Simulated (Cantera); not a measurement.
A closed system holds: 1 mol SiHCl₃, a varied amount of H₂, held at 1723 K and 1.60 mbar.

Equilibrium computed with Cantera from the NASA thermochemical tables; the gas is ideal and each condensed phase is pure. Candidate condensed phases: Si; 19 gas species. The tables' values for SiCl are old estimates; treat these amounts as uncertain. Gases not in the tables: Si₂H₆ and higher silanes. Equilibrium is a limit: real reactors are often held back by kinetics, nucleation or transport.

**Question.** At 84 mol H₂, list the 4 most abundant gas species with their mole fractions, and the condensed phases.

**Answer.** H₂ 0.963, HCl 0.0287, H 0.00447, SiCl₂ 0.00295. Condensed: Si(l).
